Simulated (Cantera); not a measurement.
Feed: 1 mol Si₃N₄, 0.14 mol H₂O, 2.2 mol N₂, equilibrated at 1923.15 K and 430000 Pa.

Equilibrium computed with Cantera from the NASA thermochemical tables; the gas is ideal and each condensed phase is pure. Candidate condensed phases: H₂O, Si, SiO₂, Si₂N₂O, Si₃N₄; 35 gas species. Mutual solubility and eutectic melting of coexisting phases are not modelled. Rates play no part.

### Question
What is the equilibrium state?

### Answer
```
Item                                 Result
--------------------------------  ---------
x(N₂)                                 0.941
x(H₂)                                0.0586
x(SiO)                             0.000113
x(H)                               0.000110
x(NH₃)                              1.36e-6
n(Si₂N₂O(s))                      0.140 mol
n(Si₃N₄(s))                       0.907 mol
gas amount                        2.387 mol
log10 activity of Si(l) (absent)      -1.23
```
